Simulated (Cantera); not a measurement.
## Gas activation for diamond growth

An isothermal, constant-pressure homogeneous reactor starts with 3.01 % CH4, 97.0 % H2, at 2550 K and 0.0240 bar.

Computed with Cantera and GRI-Mech 3.0 (53 species, 325 reactions). GRI-Mech 3.0 stops at C3 and has no aromatics, soot or wall deposition, so with more carbon than oxygen in the feed, carbon stays in small species such as C2H2 where larger ones or solid carbon would form. Radical loss at walls, strong at low pressure, is not modelled.

```csv
t (s),x CH4,x H2,x H,x C2H,x CH2,x C2H2,x CH3
0.000700,0.0119,0.948,0.0281,1.22e-5,0.000207,0.00519,0.00626
0.00309,0.00116,0.941,0.0439,4.87e-5,6.85e-5,0.0131,0.000967
0.0136,8.21e-5,0.923,0.0625,7.51e-5,1.10e-5,0.0140,9.88e-5
0.0600,9.04e-6,0.881,0.105,0.000129,3.73e-6,0.0137,1.90e-5
0.265,2.75e-6,0.816,0.171,0.000218,3.50e-6,0.0131,1.02e-5
1.17,2.35e-6,0.805,0.182,0.000234,3.48e-6,0.0130,9.37e-6
5.14,2.35e-6,0.805,0.182,0.000234,3.48e-6,0.0130,9.37e-6
22.7,2.35e-6,0.805,0.182,0.000234,3.48e-6,0.0130,9.37e-6
100,2.35e-6,0.805,0.182,0.000234,3.48e-6,0.0130,9.37e-6
```
x: mole fraction; the columns are a selection and need not sum to one.

Equilibrium at this temperature and pressure: CH4 2.37e-6, H2 0.805, H 0.182, C2H 0.000234, CH2 3.52e-6, C2H2 0.0130, CH3 9.46e-6 (gas phase only).
